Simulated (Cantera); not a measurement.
A freely propagating, adiabatic, planar premixed flame of 22.0 % H2, 15.5 % O2, 60.5 % N2, 2.05 % H2O, equivalence ratio 0.71, unburnt at 723 K and 500000 Pa; mixture-averaged transport, grid criteria slope 0.08 and curve 0.16, no radiation.

Computed with Cantera and the H2/O2 subset of GRI-Mech 3.0, which has no nitrogen chemistry. The hydrogen kinetics of GRI-Mech 3.0 are dated; newer H2 mechanisms differ, most at raised pressure. Burning velocities carry a grid error of a few per cent, more on coarse grids.

x: mole fraction of selected species; z is measured from the peak of heat release.

```tsv
z (mm)	T (K)	u (m/s)	x H2	x O2	x H2O	x OH	x H2O2	x HO2
-0.183	723	5.89	0.220	0.155	0.0205	<1e-8	<1e-8	<1e-8
-0.122	723	5.89	0.220	0.155	0.0205	<1e-8	<1e-8	2.34e-8
-0.0917	723	5.88	0.219	0.155	0.0205	<1e-8	<1e-8	2.62e-7
-0.0611	724	5.87	0.216	0.156	0.0206	<1e-8	?	9.51e-6
-0.0306	782	6.19	0.193	0.157	0.0259	7.12e-5	?	0.000604
-0.0153	1022	7.86	0.151	0.149	0.0558	0.000924	?	0.000690
0	1399	10.5	0.0885	0.118	0.124	0.00371	?	0.000381
0.0153	1681	12.5	0.0419	0.0817	0.187	0.00887	?	0.000205
0.0306	1843	13.7	0.0231	0.0642	0.216	0.0126	?	0.000125
0.0611	2005	14.8	0.0137	0.0554	0.234	0.0143	?	6.81e-5
0.122	2133	15.6	0.00827	0.0525	0.246	0.0128	?	3.42e-5
0.245	2215	16.1	0.00416	0.0514	0.255	0.00972	?	1.63e-5
0.489	2257	16.4	0.00188	0.0513	0.260	0.00688	?	8.81e-6
```

Question: Fill in the missing entries.

Answer: 
- -0.0611, x H2O2: 2.50e-7
- -0.0306, x H2O2: 2.92e-5
- -0.0153, x H2O2: 7.29e-5
- 0, x H2O2: 2.17e-5
- 0.0153, x H2O2: 5.59e-6
- 0.0306, x H2O2: 3.45e-6
- 0.0611, x H2O2: 2.10e-6
- 0.122, x H2O2: 1.34e-6
- 0.245, x H2O2: 8.94e-7
- 0.489, x H2O2: 6.44e-7
